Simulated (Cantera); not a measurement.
# N2O furnace oxynitridation

An isothermal, constant-pressure homogeneous reactor starts with N2O : O2 = 1 : 0.11 (molar parts), at 1475 K and 1.09 atm.

Cantera simulation using GRI-Mech 3.0 (53 species, 325 reactions); the numbers are that mechanism's predictions, not measurements. GRI-Mech 3.0 was tuned for natural gas; its chemistry of N2O as a main component is partial and can be far from experiment. The temperature is held fixed by assumption; the heat of reaction is taken as removed at once.

```json
[
 {"t (s)": "0.000100", "x N2O": "0.895", "x O2": "0.100", "x NO2": "6.38e-7", "x N2": "0.00342", "x NO": "0.000898"},
 {"t (s)": "0.000363", "x N2O": "0.881", "x O2": "0.104", "x NO2": "7.29e-6", "x N2": "0.0124", "x NO": "0.00328"},
 {"t (s)": "0.00132", "x N2O": "0.830", "x O2": "0.115", "x NO2": "5.65e-5", "x N2": "0.0432", "x NO": "0.0114"},
 {"t (s)": "0.00477", "x N2O": "0.677", "x O2": "0.151", "x NO2": "0.000242", "x N2": "0.137", "x NO": "0.0356"},
 {"t (s)": "0.0173", "x N2O": "0.359", "x O2": "0.226", "x NO2": "0.000609", "x N2": "0.332", "x NO": "0.0825"},
 {"t (s)": "0.0628", "x N2O": "0.0696", "x O2": "0.300", "x NO2": "0.000862", "x N2": "0.516", "x NO": "0.114"},
 {"t (s)": "0.228", "x N2O": "0.00123", "x O2": "0.320", "x NO2": "0.000863", "x N2": "0.563", "x NO": "0.115"},
 {"t (s)": "0.827", "x N2O": "4.34e-6", "x O2": "0.321", "x NO2": "0.000860", "x N2": "0.563", "x NO": "0.115"},
 {"t (s)": "3.00", "x N2O": "4.30e-6", "x O2": "0.321", "x NO2": "0.000857", "x N2": "0.564", "x NO": "0.115"}
]
```
x: mole fraction; the columns are a selection and need not sum to one.

Equilibrium at this temperature and pressure: N2O 7.44e-8, O2 0.378, NO2 1.05e-5, N2 0.620, NO 0.00129 (gas phase only).
